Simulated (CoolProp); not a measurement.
Ethanol along the isobar 6.54 MPa: fugacity coefficient from the reference equation and from simpler models built on Tc = 514.7 K, pc = 6.268 MPa, ω = 0.644; each cubic takes its own stable root.

Computed with CoolProp (reference Helmholtz-energy equation of state, Schroeder 2014).

```csv
T (K),phase,reference,Soave-Redlich-Kwong,Peng-Robinson
290,liquid,0.0008649,0.0007941,0.0008799
320.6,liquid,0.004542,0.004540,0.004777
351.1,liquid,0.01690,0.01755,0.01784
381.6,liquid,0.04848,0.05092,0.05056
412.2,liquid,0.1134,0.1187,0.1161
442.7,liquid,0.2238,0.2316,0.2246
473.3,liquid,0.3854,0.3917,0.3782
503.8,liquid,0.5886,0.5807,0.5601
534.3,supercritical,0.7383,0.7100,0.6854
564.9,supercritical,0.8042,0.7762,0.7507
```
